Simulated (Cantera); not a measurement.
Cantera run, input and output.

```python
import numpy as np
import cantera as ct

gas = ct.Solution("h2o2.yaml")
gas.TPX = 1248, 100000, {'H2': 0.33, 'O2': 1, 'N2': 1}
reactor = ct.IdealGasConstPressureReactor(gas, energy="off", clone=False)
net = ct.ReactorNet([reactor])
net.rtol, net.atol = 1e-08, 1e-18
show = ['H2', 'O2', 'O', 'H', 'H2O2', 'OH']
times = np.geomspace(7e-05, 60, 15)

steps = ct.SolutionArray(gas, extra=["t"])
rows = []
print(f"{'t/s':>10s}{'T/K':>9s}{'P/Pa':>11s}" + "".join(f"{s:>11s}" for s in show))
for t in times:
    while net.time < t:
        t_next = net.step()
        steps.append(gas.state, t=t_next)
    rows.append([np.interp(t, steps.t, y) for y in (steps.T, steps.P, *steps(*show).X.T)])
    print(f"{t:10.3e}{rows[-1][0]:9.1f}{rows[-1][1]:11.4g}" + "".join(f"{x:11.3e}" for x in rows[-1][2:]))
rate = np.gradient(steps.T, steps.t)
print("integrator steps:", len(steps.t))
if steps.T.max() > steps.T[0] + 200:
    print(f"time of steepest temperature rise: {steps.t[rate.argmax()]:.4e} s")
gas.TPX = 1248, 100000, {'H2': 0.33, 'O2': 1, 'N2': 1}
gas.equilibrate("TP")
print(f"equilibrium (TP): T = {gas.T:.1f} K  " + "  ".join(f"{s} {gas[s].X[0]:.3e}" for s in show))
```

It prints:

```
       t/s      T/K       P/Pa         H2         O2          O          H       H2O2         OH
 7.000e-05   1248.0      1e+05  1.412e-03  3.850e-01  8.991e-04  1.213e-04  7.229e-06  1.129e-03
 1.857e-04   1248.0      1e+05  2.573e-04  3.855e-01  1.127e-04  5.676e-06  2.106e-06  3.798e-04
 4.928e-04   1248.0      1e+05  4.399e-05  3.856e-01  2.065e-05  4.603e-07  6.825e-07  1.736e-04
 1.308e-03   1248.0      1e+05  5.209e-06  3.856e-01  4.665e-06  4.346e-08  2.313e-07  8.620e-05
 3.469e-03   1248.0      1e+05  4.672e-07  3.857e-01  1.278e-06  5.443e-09  7.924e-08  4.543e-05
 9.205e-03   1248.0      1e+05  7.634e-08  3.857e-01  4.094e-07  9.579e-10  2.857e-08  2.560e-05
 2.443e-02   1248.0      1e+05  2.435e-08  3.857e-01  1.471e-07  2.128e-10  1.105e-08  1.528e-05
 6.481e-02   1248.0      1e+05  1.101e-08  3.857e-01  6.350e-08  6.835e-11  5.044e-09  1.001e-05
 1.720e-01   1248.0      1e+05  8.353e-09  3.857e-01  4.298e-08  4.399e-11  3.532e-09  8.216e-06
 4.563e-01   1248.0      1e+05  8.201e-09  3.857e-01  4.161e-08  4.258e-11  3.430e-09  8.082e-06
 1.211e+00   1248.0      1e+05  8.201e-09  3.857e-01  4.161e-08  4.257e-11  3.430e-09  8.081e-06
 3.212e+00   1248.0      1e+05  8.201e-09  3.857e-01  4.161e-08  4.257e-11  3.430e-09  8.081e-06
 8.523e+00   1248.0      1e+05  8.201e-09  3.857e-01  4.161e-08  4.257e-11  3.430e-09  8.081e-06
 2.261e+01   1248.0      1e+05  8.201e-09  3.857e-01  4.161e-08  4.257e-11  3.430e-09  8.081e-06
 6.000e+01   1248.0      1e+05  8.201e-09  3.857e-01  4.161e-08  4.257e-11  3.430e-09  8.081e-06
integrator steps: 1513
equilibrium (TP): T = 1248.0 K  H2 8.201e-09  O2 3.857e-01  O 4.161e-08  H 4.257e-11  H2O2 3.430e-09  OH 8.081e-06
```

Computed with Cantera and the H2/O2 subset of GRI-Mech 3.0, which has no nitrogen chemistry. The temperature is held fixed by assumption; the heat of reaction is taken as removed at once.
